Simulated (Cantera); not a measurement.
Charge: 1 mol BCl₃, 1.6 mol H₂, equilibrated at 5000 Pa.

Method: chemical equilibrium by Gibbs-energy minimisation in Cantera with the NASA 1993 tables (ideal gas, pure condensed phases). Candidate condensed phases: B; 13 gas species. Gases not in the tables: BHCl₂. Equilibrium is a limit: real reactors are often held back by kinetics, nucleation or transport. All values below are at 948 K.

Base state: H₂ 0.562, BCl₃ 0.349, HCl 0.0894 (mole fractions); condensed: B(s).

**Question.** What changes in the equilibrium state with this change: BCl₃ replaced by B₂H₆?

**Answer.** 
```csv
species,before,after
H₂,0.562,1.00
BCl₃,0.349,0
HCl,0.0894,0
"B(s), mol",0.0786,2.00
```
The feed counts by its element totals alone.
